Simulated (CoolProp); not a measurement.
A single-stage vapour-compression cycle with cis-2-butene: evaporating at 237.15 K (dew point), condensing at 283.15 K (bubble point), superheat 10 K, subcooling 0 K, compressor efficiency 0.7, no pressure losses. Each further row changes one setting.

Computed with CoolProp (reference Helmholtz-energy equation of state, Lemmon 2005). It is a short technical equation, of lower accuracy than the large ones.

```
case                              cooling COP  pressure ratio  discharge temperature (K)  refrigerating effect (kJ/kg)  volumetric capacity (kJ/m³)
--------------------------------  -----------  --------------  -------------------------  ----------------------------  ---------------------------
as stated                                3.09            7.77                      333.2                           366                          166
evaporating temperature 242.15 K         3.61            5.95                      327.4                           372                          217
condensing temperature 278.15 K          3.53            6.46                      325.4                           377                          171
subcooling 5 K                           3.19            7.77                      333.2                           377                          171
superheat 20 K                           3.08            7.77                      344.0                           379                          165
compressor efficiency 0.6                2.65            7.77                      345.3                           366                          166
```
